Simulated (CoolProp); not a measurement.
The numbers come from the reference Helmholtz-energy equation of state, Zhou 2011 in CoolProp.

Task: For dimethyl carbonate, give the phase and the density (kg/m³), cp (kJ/(kg K)), cv (kJ/(kg K)), speed of sound (m/s) at 600 K and 3930 kPa; 600 K and 4910 kPa.

Result: 
- 600 K and 3930 kPa: gas; density 94.6, cp 2.15, cv 1.82, speed of sound 187
- 600 K and 4910 kPa: supercritical; density 132, cp 2.38, cv 1.84, speed of sound 172
